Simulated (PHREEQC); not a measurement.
Solution (60 °C): 2.2 mmol/kgw CuCl2, 63 mmol/kgw HCl and 0.54 mmol/kgw KCl. Closed to the air; pH follows from the charge balance.

Model: ion-association model, phreeqc.dat, run in PHREEQC.

No solid was allowed to form.

Q: Order these Cu species by the share of Cu that they hold, largest first: Cu+2, CuCl+, CuCl2.

A: Cu+2 (73 %), CuCl+ (26 %), CuCl2 (0.79 %)

The pH is 1.28 and the ionic strength 0.0689 mol/kgw. Away from 25 °C the constants follow the database's enthalpies or fits; those with neither stay at their 25 °C values.
